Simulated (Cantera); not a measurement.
An isothermal, constant-pressure homogeneous reactor starts with NH₃ : N₂ = 1 : 1.8 (molar parts), at 2298 K and 1700 Pa. Integrator tolerance rtol = 1e-08.

Cantera simulation using the gas-phase N/H chemistry of the illustrative SiF4/NH3 mechanism in the Surface Chemkin manual (1991); the numbers are that mechanism's predictions, not measurements. Walls and surfaces, which speed up NH3 decomposition in real reactors, are not modelled.

Problem. What does this change do: N2 1.8 to 0.28 parts?

Solution. 
```json
[
 {"quantity": "x(NH₃) at 1.00 s", "before": "2.94e-5 (gas-phase equilibrium 3.76e-8)", "after": "3.05e-5 (gas-phase equilibrium 6.12e-8)"},
 {"quantity": "x(H₂) at 1.00 s", "before": "0.386 (gas-phase equilibrium 0.364)", "after": "0.640 (gas-phase equilibrium 0.610)"},
 {"quantity": "x(NH₂) at 1.00 s", "before": "3.03e-6 (gas-phase equilibrium 1.46e-8)", "after": "3.21e-6 (gas-phase equilibrium 1.84e-8)"},
 {"quantity": "x(N₂) at 1.00 s", "before": "0.601 (gas-phase equilibrium 0.592)", "after": "0.338 (gas-phase equilibrium 0.332)"},
 {"quantity": "x(N₂H₄) at 1.00 s", "before": "<1e-12 (gas-phase equilibrium <1e-12)", "after": "<1e-12 (gas-phase equilibrium <1e-12)"},
 {"quantity": "x(NH) at 1.00 s", "before": "2.16e-6 (gas-phase equilibrium 3.94e-8)", "after": "2.34e-6 (gas-phase equilibrium 3.82e-8)"},
 {"quantity": "x(N₂H₂) at 1.00 s", "before": "1.39e-10 (gas-phase equilibrium <1e-12)", "after": "1.34e-10 (gas-phase equilibrium <1e-12)"}
]
```
